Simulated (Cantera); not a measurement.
A closed system holds: 1 mol Si₃N₄, 0.44 mol H₂O, 68 mol N₂.

Method: chemical equilibrium by Gibbs-energy minimisation in Cantera with the NASA 1993 tables (ideal gas, pure condensed phases). Candidate condensed phases: H₂O, Si, SiO₂, Si₂N₂O, Si₃N₄; 35 gas species. Mutual solubility and eutectic melting of coexisting phases are not modelled. The numbers say what is thermodynamically allowed, not how fast it happens.

Stable condensed phases, one row left out:

```
T in K \ P in Pa
              1    6.8     46    320   2200  15000 100000
   1750       A      B      B      B      C      C      C
   1675       A      B      B      D      C      C      C
   1600       B      B      D      C      C      C      C
   1525       B      B      C      C      C      C      C
   1450       B      C      C      C      C      C      C
   1300       C      C      C      C      C      C      C
   1225       C      C      C      C      C      C      C
   1150       C      C      C      C      C      C      C
   1075       C      C      C      C      C      C      C
   1000       C      C      C      C      C      C      C
```

A: gas only; B: Si; C: Si₂N₂O + Si₃N₄; D: Si₃N₄.

Problem. Give the row for 1375 K.

Solution. 1: Si₂N₂O + Si₃N₄; 6.8: Si₂N₂O + Si₃N₄; 46: Si₂N₂O + Si₃N₄; 320: Si₂N₂O + Si₃N₄; 2200: Si₂N₂O + Si₃N₄; 15000: Si₂N₂O + Si₃N₄; 100000: Si₂N₂O + Si₃N₄.
